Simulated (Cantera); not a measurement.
An isothermal plug-flow reactor at 575 K and 3.85 atm (inlet), inlet velocity 0.94 m/s, active area per volume 120 1/m; feed H2 : O2 : N2 = 0.019 : 0.11 : 0.79 (molar parts), equivalence ratio 0.086.

Computed with Cantera and Deutschmann's 1995 Pt surface mechanism with GRI-Mech 3.0 gas chemistry. Catalytic surfaces can have several steady states; this one follows from the mechanism file's or the stated starting coverage. Mass transfer to the wall is taken as infinitely fast.

Q: What does this change do: area per volume 120 to 420 1/m?

A: 
```tsv
quantity	before	after
x(H2) at z = 0.0054 m	0.00303	0.000949
x(O2) at z = 0.0054 m	0.112	0.111
x(H2O) at z = 0.0054 m	0.0178	0.0199
θ(free Pt) at the exit	0.0433	0.0137
θ(O*) at the exit	0.927	0.969
θ(OH*) at the exit	0.0298	0.0177
```

Q: What does this change do: inlet velocity 0.94 to 2.3 m/s?

A: 
```tsv
quantity	before	after
x(H2) at z = 0.0054 m	0.00303	0.00619
x(O2) at z = 0.0054 m	0.112	0.113
x(H2O) at z = 0.0054 m	0.0178	0.0146
θ(free Pt) at the exit	0.0433	0.0875
θ(O*) at the exit	0.927	0.873
θ(OH*) at the exit	0.0298	0.0390
```

Q: What does this change do: pressure from 3.85 atm to 1.88 atm?

A: 
| quantity | before | after |
|---|---|---|
| x(H2) at z = 0.0054 m | 0.00303 | 0.00303 |
| x(O2) at z = 0.0054 m | 0.112 | 0.112 |
| x(H2O) at z = 0.0054 m | 0.0178 | 0.0178 |
| θ(free Pt) at the exit | 0.0433 | 0.0433 |
| θ(O*) at the exit | 0.927 | 0.936 |
| θ(OH*) at the exit | 0.0298 | 0.0209 |
